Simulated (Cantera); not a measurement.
# Ammonia decomposition in nitride growth gas

A perfectly stirred reactor is fed with NH₃ : N₂ = 1 : 0.38 (molar parts), at 55.5 Torr; it is held at 1725 K, and followed from long to short residence time.

Computed with Cantera and the gas-phase N/H chemistry of the illustrative SiF4/NH3 mechanism in the Surface Chemkin manual (1991). Walls and surfaces, which speed up NH3 decomposition in real reactors, are not modelled.

```json
[
 {"τ (s)": "1.6", "x NH₃": "0.569", "x N₂": "0.296", "x H": "2.24e-5", "x N": "6.41e-8", "x NH₂": "0.000241", "x N₂H₄": "2.71e-8"},
 {"τ (s)": "0.79", "x NH₃": "0.638", "x N₂": "0.287", "x H": "1.23e-5", "x N": "4.78e-8", "x NH₂": "0.000264", "x N₂H₄": "3.25e-8"},
 {"τ (s)": "0.40", "x NH₃": "0.678", "x N₂": "0.281", "x H": "6.61e-6", "x N": "3.11e-8", "x NH₂": "0.000280", "x N₂H₄": "3.65e-8"},
 {"τ (s)": "0.20", "x NH₃": "0.701", "x N₂": "0.278", "x H": "3.43e-6", "x N": "1.74e-8", "x NH₂": "0.000291", "x N₂H₄": "3.92e-8"},
 {"τ (s)": "0.10", "x NH₃": "0.713", "x N₂": "0.277", "x H": "1.74e-6", "x N": "8.85e-9", "x NH₂": "0.000294", "x N₂H₄": "4.02e-8"},
 {"τ (s)": "0.053", "x NH₃": "0.718", "x N₂": "0.276", "x H": "9.17e-7", "x N": "4.52e-9", "x NH₂": "0.000290", "x N₂H₄": "3.90e-8"},
 {"τ (s)": "0.027", "x NH₃": "0.722", "x N₂": "0.276", "x H": "4.52e-7", "x N": "2.12e-9", "x NH₂": "0.000275", "x N₂H₄": "3.50e-8"},
 {"τ (s)": "0.014", "x NH₃": "0.723", "x N₂": "0.275", "x H": "2.17e-7", "x N": "9.50e-10", "x NH₂": "0.000243", "x N₂H₄": "2.75e-8"},
 {"τ (s)": "0.0070", "x NH₃": "0.724", "x N₂": "0.275", "x H": "9.45e-8", "x N": "3.56e-10", "x NH₂": "0.000186", "x N₂H₄": "1.61e-8"}
]
```
x: mole fraction; the columns are a selection and need not sum to one.
